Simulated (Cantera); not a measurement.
An adiabatic, constant-pressure homogeneous reactor starts with H₂ : O₂ : N₂ = 1 : 0.25 : 0.94 (molar parts), at 1148 K and 0.220 bar. Integrator tolerance rtol = 1e-08.

Model: GRI-Mech 3.0 (53 species, 325 reactions), integrated in Cantera.

Problem. What does this change do: initial temperature 1148 to 1748 K?

Solution. 
| quantity | before | after |
|---|---|---|
| time of steepest temperature rise | 0.297 ms | 31.1 µs |
| temperature at 2.00 s | 2541 K | 2740 K |
| equilibrium temperature | 2541 K | 2740 K |
| x(H₂) at 2.00 s | 0.242 (gas-phase equilibrium 0.242) | 0.228 (gas-phase equilibrium 0.228) |
| x(O₂) at 2.00 s | 0.000245 (gas-phase equilibrium 0.000245) | 0.00127 (gas-phase equilibrium 0.00127) |
| x(OH) at 2.00 s | 0.00694 (gas-phase equilibrium 0.00694) | 0.0173 (gas-phase equilibrium 0.0173) |
| x(O) at 2.00 s | 0.000595 (gas-phase equilibrium 0.000595) | 0.00326 (gas-phase equilibrium 0.00326) |
| x(NO) at 2.00 s | 0.000657 (gas-phase equilibrium 0.000657) | 0.00201 (gas-phase equilibrium 0.00201) |

Problem. What does this change do: initial temperature 1148 to 1500 K?

Solution. 
| quantity | before | after |
|---|---|---|
| time of steepest temperature rise | 0.297 ms | 63.7 µs |
| temperature at 2.00 s | 2541 K | 2668 K |
| equilibrium temperature | 2541 K | 2668 K |
| x(H₂) at 2.00 s | 0.242 (gas-phase equilibrium 0.242) | 0.233 (gas-phase equilibrium 0.233) |
| x(O₂) at 2.00 s | 0.000245 (gas-phase equilibrium 0.000245) | 0.000734 (gas-phase equilibrium 0.000734) |
| x(OH) at 2.00 s | 0.00694 (gas-phase equilibrium 0.00694) | 0.0128 (gas-phase equilibrium 0.0128) |
| x(O) at 2.00 s | 0.000595 (gas-phase equilibrium 0.000595) | 0.00183 (gas-phase equilibrium 0.00183) |
| x(NO) at 2.00 s | 0.000657 (gas-phase equilibrium 0.000657) | 0.00138 (gas-phase equilibrium 0.00138) |
